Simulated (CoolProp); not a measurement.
Vapour-liquid equilibrium of R134a (1) + R142b (2) at 5.08 kPa; x and y are mole fractions of (1).

Values from CoolProp's multi-fluid Helmholtz-energy mixture model, Tillner-Roth 1994 and Lemmon 2006; pair parameters Bell 2016.

Give the bubble temperature and the first vapour's composition at x = 0.15, 0.45, 0.55. Is there an azeotrope?

x = 0.15: -68.3 °C, y = 0.331; x = 0.45: -72.4 °C, y = 0.665; x = 0.55: -73.3 °C, y = 0.735. No azeotrope shows between x = 0.05 and 0.95.

Pair parameters are fitted to limited data, so mixtures are less certain than the pure fluids.
